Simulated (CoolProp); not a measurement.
Saturated liquid density (kg/m³) of CH2F2 (R32): the reference equation beside estimates from Tc = 351.3 K, pc = 57.83 bar, ω = 0.277. Rackett uses Z = 0.29056 − 0.08775 ω.

The numbers come from the reference Helmholtz-energy equation of state, Tillner-Roth 1997 in CoolProp.

```json
[
 {"T (K)": "178.3", "reference": "1326", "Rackett": "1140", "Redlich-Kwong": "998.0", "Soave-Redlich-Kwong": "1022", "Peng-Robinson": "[?]"},
 {"T (K)": "187.1", "reference": "1304", "Rackett": "[?]", "Redlich-Kwong": "981.9", "Soave-Redlich-Kwong": "1008", "Peng-Robinson": "1135"},
 {"T (K)": "195.9", "reference": "1281", "Rackett": "1103", "Redlich-Kwong": "965.0", "Soave-Redlich-Kwong": "993.3", "Peng-Robinson": "[?]"},
 {"T (K)": "204.7", "reference": "1258", "Rackett": "1085", "Redlich-Kwong": "947.3", "Soave-Redlich-Kwong": "977.6", "Peng-Robinson": "1103"},
 {"T (K)": "213.5", "reference": "1235", "Rackett": "1065", "Redlich-Kwong": "[?]", "Soave-Redlich-Kwong": "961.0", "Peng-Robinson": "1085"},
 {"T (K)": "222.3", "reference": "1211", "Rackett": "1045", "Redlich-Kwong": "909.4", "Soave-Redlich-Kwong": "[?]", "Peng-Robinson": "[?]"},
 {"T (K)": "231.1", "reference": "1186", "Rackett": "[?]", "Redlich-Kwong": "889.0", "Soave-Redlich-Kwong": "924.7", "Peng-Robinson": "1045"},
 {"T (K)": "239.9", "reference": "1161", "Rackett": "1003", "Redlich-Kwong": "867.6", "Soave-Redlich-Kwong": "904.7", "Peng-Robinson": "1024"},
 {"T (K)": "248.7", "reference": "1134", "Rackett": "981.4", "Redlich-Kwong": "845.0", "Soave-Redlich-Kwong": "883.4", "Peng-Robinson": "1000"}
]
```

### Question
Complete the blanks.

### Answer

- 178.3, Peng-Robinson: 1150
- 187.1, Rackett: 1122
- 195.9, Peng-Robinson: 1119
- 213.5, Redlich-Kwong: 928.8
- 222.3, Soave-Redlich-Kwong: 943.4
- 222.3, Peng-Robinson: 1066
- 231.1, Rackett: 1025

Absolute difference from the reference over all 9 rows, mean and median: Rackett 13.7 and 13.8 %, Redlich-Kwong 24.9 and 24.8 %, Soave-Redlich-Kwong 22.3 and 22.2 %, Peng-Robinson 12.3 and 12.1 %.
